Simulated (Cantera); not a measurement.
An isothermal, constant-pressure homogeneous reactor starts with 100 % N2O, at 1125 K and 0.0267 bar.

Detailed kinetics in Cantera: GRI-Mech 3.0 (53 species, 325 reactions). GRI-Mech 3.0 was tuned for natural gas; its chemistry of N2O as a main component is partial and can be far from experiment. Radical loss at walls, strong at low pressure, is not modelled. The mechanism lacks the step 2 NO + O2 → 2 NO2, which can matter for NO2 below about 1400 K. The temperature is held fixed by assumption; the heat of reaction is taken as removed at once.

x: mole fraction; the columns are a selection and need not sum to one.

| t (s) | x N2O | x O | x O2 | x NO | x NO2 | x N2 |
|---|---|---|---|---|---|---|
| 4.00e-6 | 1.00 | 7.15e-9 | 4.58e-11 | 7.60e-12 | <1e-12 | 7.24e-9 |
| 1.32e-5 | 1.00 | 2.32e-8 | 4.88e-10 | 8.10e-11 | <1e-12 | 2.42e-8 |
| 4.33e-5 | 1.00 | 7.25e-8 | 5.11e-9 | 8.48e-10 | <1e-12 | 8.31e-8 |
| 0.000143 | 1.000 | 2.03e-7 | 4.97e-8 | 8.25e-9 | <1e-12 | 3.06e-7 |
| 0.000469 | 1.000 | 4.20e-7 | 3.93e-7 | 6.52e-8 | <1e-12 | 1.24e-6 |
| 0.00154 | 1.000 | 5.22e-7 | 2.09e-6 | 3.46e-7 | <1e-12 | 4.87e-6 |
| 0.00508 | 1.000 | 5.24e-7 | … | … | <1e-12 | … |
| 0.0167 | 1.000 | 5.24e-7 | 2.73e-5 | 4.54e-6 | 8.40e-12 | 5.74e-5 |
| 0.0551 | 1.000 | 5.24e-7 | … | … | 9.22e-11 | … |
| 0.181 | 0.999 | 5.24e-7 | 0.000301 | 4.99e-5 | 9.79e-10 | 0.000627 |
| 0.597 | 0.997 | 5.24e-7 | 0.000989 | 0.000164 | 9.74e-9 | 0.00206 |
| 1.96 | 0.989 | 5.24e-7 | 0.00324 | 0.000538 | 8.14e-8 | 0.00675 |
| 6.46 | 0.966 | 5.24e-7 | 0.0105 | 0.00174 | 4.68e-7 | 0.0219 |
| 21.3 | 0.893 | 5.24e-7 | 0.0328 | 0.00544 | 1.83e-6 | 0.0683 |
| 70.0 | 0.700 | 5.21e-7 | 0.0924 | 0.0153 | 5.86e-6 | 0.193 |

Question: What belongs in the gaps?

Answer: 
- 0.00508, x O2: 7.96e-6
- 0.00508, x NO: 1.32e-6
- 0.00508, x N2: 1.71e-5
- 0.0551, x O2: 9.10e-5
- 0.0551, x NO: 1.51e-5
- 0.0551, x N2: 0.000190
